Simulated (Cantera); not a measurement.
Input (Python, Cantera):

```python
import numpy as np
import cantera as ct

gas = ct.Solution("gri30.yaml")
gas.TPX = 550, 310000, {'CH4': 1, 'H2': 0.056, 'O2': 1.56, 'N2': 5.87}
inlet = ct.Reservoir(gas, clone=True)
gas.equilibrate("HP")  # start burning
reactor = ct.IdealGasConstPressureReactor(gas, energy="on", clone=False)
exhaust = ct.Reservoir(gas, clone=True)
tau = [0.061, 0.029, 0.014, 0.0065, 0.0031, 0.0014, 0.00068, 0.00032, 0.00015, 7.2e-05, 3.4e-05, 1.6e-05][0]
for a, b in ((inlet, reactor), (reactor, exhaust)):
    ct.MassFlowController(a, b, mdot=lambda t: reactor.mass / tau)
net = ct.ReactorNet([reactor])
show = ['CH4', 'H2', 'O2', 'C2H', 'CH2', 'HO2', 'N2O']

rows = []
print(f"{'tau/s':>10s}{'T/K':>9s}" + "".join(f"{s:>11s}" for s in show))
for tau in [0.061, 0.029, 0.014, 0.0065, 0.0031, 0.0014, 0.00068, 0.00032, 0.00015, 7.2e-05, 3.4e-05, 1.6e-05]:
    net.initial_time = 0.0
    net.advance(30 * tau)
    before = gas.X
    net.advance(40 * tau)
    drift = np.max(np.abs(gas.X - before) / (gas.X + 1e-9))
    rows.append([gas.T, *gas[show].X, drift])
    print(f"{tau:10.3e}{gas.T:9.1f}" + "".join(f"{x:11.3e}" for x in gas[show].X))
```

Result:

```
     tau/s      T/K        CH4         H2         O2        C2H        CH2        HO2        N2O
 6.100e-02   2233.0  2.985e-05  4.281e-02  6.960e-05  3.527e-10  3.410e-07  2.977e-08  1.693e-08
 2.900e-02   2230.3  4.613e-05  4.279e-02  1.152e-04  9.781e-10  6.528e-07  4.958e-08  2.272e-08
 1.400e-02   2226.6  6.696e-05  4.276e-02  1.905e-04  2.414e-09  1.199e-06  8.627e-08  3.146e-08
 6.500e-03   2221.0  9.545e-05  4.272e-02  3.236e-04  5.735e-09  2.201e-06  1.600e-07  4.498e-08
 3.100e-03   2213.5  1.333e-04  4.268e-02  5.383e-04  1.250e-08  3.838e-06  2.939e-07  6.298e-08
 1.400e-03   2202.5  1.965e-04  4.264e-02  9.318e-04  2.832e-08  6.798e-06  5.639e-07  8.771e-08
 6.800e-04   2188.9  2.964e-04  4.259e-02  1.552e-03  6.055e-08  1.130e-05  1.019e-06  1.135e-07
 3.200e-04   2169.1  4.975e-04  4.250e-02  2.722e-03  1.389e-07  1.925e-05  1.938e-06  1.383e-07
 1.500e-04   2138.0  9.598e-04  4.232e-02  5.135e-03  3.316e-07  3.322e-05  4.071e-06  1.446e-07
 7.200e-05   2063.6  2.684e-03  4.183e-02  1.237e-02  7.727e-07  5.542e-05  1.225e-05  9.341e-08
 3.400e-05    550.0  1.178e-01  6.599e-03  1.838e-01 -3.221e-41 -1.584e-34 -6.619e-20 -4.052e-22
 1.600e-05    550.0  1.178e-01  6.599e-03  1.838e-01 -1.072e-49 -3.584e-36  8.640e-20 -7.032e-25
```

Cantera simulation using GRI-Mech 3.0 (53 species, 325 reactions); the numbers are that mechanism's predictions, not measurements.
